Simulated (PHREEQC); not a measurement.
Solution (25 °C): 0.12 mol/kgw KOH and 0.011 mol/kgw CO2. Closed to the air; pH follows from the charge balance.

Model: ion-association model, phreeqc.dat, run in PHREEQC.

| quantity | before | after |
|---|---|---|
| pH | 12.86 | 11.94 |
| HCO3- (mol/kgw) | 1.50e-5 | 1.91e-5 |

Q: Which change was made?
(A) diluted 10-fold with water
(B) diluted 100-fold with water
(C) temperature from 25 to 65 °C

A: A, diluted 10-fold with water

No solid was allowed to form.
